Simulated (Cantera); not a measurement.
## Aluminium and copper etching: Al + HCl + H2

Feed: 1 mol Al, a varied amount of HCl, 0.38 mol H2, held at 0.0100 bar.

These are equilibrium values from Cantera (NASA tables, ideal gas, pure condensed phases), not measurements of a reactor. Candidate condensed phases: Al, AlCl3; 12 gas species. The tables' values for AlCl2 are old estimates. The numbers say what is thermodynamically allowed, not how fast it happens.

Stable condensed phases:

```
T in K \ n(HCl) in mol
         1.9 2.4 2.9 3.6 4.5 5.5 6.8 8.5  10
   1073    A   B   B   B   B   B   B   B   B
   1048    A   B   B   B   B   B   B   B   B
   1023    A   A   B   B   B   B   B   B   B
    998    A   A   B   B   B   B   B   B   B
    973    A   A   B   B   B   B   B   B   B
    948    A   A   B   B   B   B   B   B   B
    923    A   A   B   B   B   B   B   B   B
    898    A   A   A   B   B   B   B   B   B
    873    A   A   A   B   B   B   B   B   B
```

A: Al; B: gas only.
